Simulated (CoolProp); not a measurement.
Computed with CoolProp (reference Helmholtz-energy equation of state, Setzmann 1991).

Problem. For methane, give the phase and the density (kg/m³), Joule-Thomson coefficient (K/MPa), viscosity (µPa s), conductivity (mW/(m K)) at -48.35 °C and 10100 kPa.

Solution. 
- -48.35 °C and 10100 kPa: supercritical; density 171, Joule-Thomson coefficient 3.38, viscosity 17.6, conductivity 59.8

Viscosity comes from a separate model (Quiñones-Cisneros 2006). Thermal conductivity comes from a separate model (Friend 1989).
